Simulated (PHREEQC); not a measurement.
Make-up at 90 °C: 0.17 mol CuSO4 and 0.00039 mol HCl per kg of water. Closed to the air; pH follows from the charge balance.

Equilibrium calculation in PHREEQC: ion-association model, phreeqc.dat.

Q: The ionic strength comes out as 0.325 mol/kgw. What activity coefficients do Cu2(OH)2+2, CuOH+, H+, HSO4-, Cu+2 get?

A: Cu2(OH)2+2 0.24, CuOH+ 0.65, H+ 0.76, HSO4- 0.70, Cu+2 0.24.

This is a speciation only: nothing precipitates in the calculation. Complexes and solids missing from the database can't appear. Away from 25 °C the constants follow the database's enthalpies or fits; those with neither stay at their 25 °C values.
